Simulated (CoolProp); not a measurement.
Vapour-liquid equilibrium of o-xylene (1) + n-undecane (2) at 86.95 °C; x and y are mole fractions of (1).

Model: multi-fluid Helmholtz-energy mixture model, Zhou 2012 and Aleksandrov 2011; pair parameters Bell 2016, in CoolProp.

```
x     bubble pressure, mixture model (MPa)  bubble pressure, Raoult's law (MPa)  y, mixture model  y, Raoult's law
----  ------------------------------------  -----------------------------------  ----------------  ---------------
0.05                              0.003110                             0.003149             0.253            0.263
0.15                              0.004492                             0.004561             0.537            0.545
0.25                              0.005913                             0.005972             0.690            0.693
0.35                              0.007348                             0.007384             0.784            0.785
0.45                              0.008782                             0.008796             0.847            0.847
0.55                               0.01021                              0.01021             0.892            0.892
0.65                               0.01162                              0.01162             0.926            0.926
0.75                               0.01303                              0.01303             0.952            0.953
0.85                               0.01444                              0.01444             0.974            0.975
0.95                               0.01585                              0.01586             0.992            0.992
```

The largest gap from Raoult's law is -1.5 % in bubble pressure, at x = 0.15. No azeotrope shows between x = 0.05 and 0.95.

The pair parameters rest on a limited set of measurements; away from them the model extrapolates.
